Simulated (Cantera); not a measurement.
Mixture: CO : H2 : CH4 : O2 : N2 = 1 : 0.21 : 0.44 : 0.928 : 5.57 (molar parts), equivalence ratio 1.6, at 1.01 bar, adiabatic and at constant pressure. Ignition delay is the time to a rise of 400 K.

Cantera simulation using GRI-Mech 3.0 (53 species, 325 reactions); the numbers are that mechanism's predictions, not measurements. Below about 1000 K GRI-Mech 3.0 lacks low-temperature oxidation paths.

**Question.** What does this change do: pressure from 1.01 bar to 18.0 bar?

**Answer.** 
| quantity | before | after |
|---|---|---|
| delay at 975 K | 38.2 ms | 11.7 ms |
| delay at 1125 K | 9.00 ms | 0.884 ms |
| delay at 1275 K | 2.29 ms | 0.223 ms |
| delay at 1425 K | 0.675 ms | 79.0 µs |
| delay at 1575 K | 0.252 ms | 29.6 µs |
| apparent activation energy between 1425 and 1575 K | 120 kJ/mol | 120 kJ/mol |
The pressure lies above the range GRI-Mech 3.0 was tuned for (to about 10 atm).

**Question.** What does this change do: pressure from 1.01 bar to 1.70 bar?

**Answer.** 
```json
[
 {"quantity": "delay at 975 K", "before": "38.2 ms", "after": "25.5 ms"},
 {"quantity": "delay at 1125 K", "before": "9.00 ms", "after": "5.83 ms"},
 {"quantity": "delay at 1275 K", "before": "2.29 ms", "after": "1.58 ms"},
 {"quantity": "delay at 1425 K", "before": "0.675 ms", "after": "0.470 ms"},
 {"quantity": "delay at 1575 K", "before": "0.252 ms", "after": "0.168 ms"},
 {"quantity": "apparent activation energy between 1425 and 1575 K", "before": "120 kJ/mol", "after": "130 kJ/mol"}
]
```
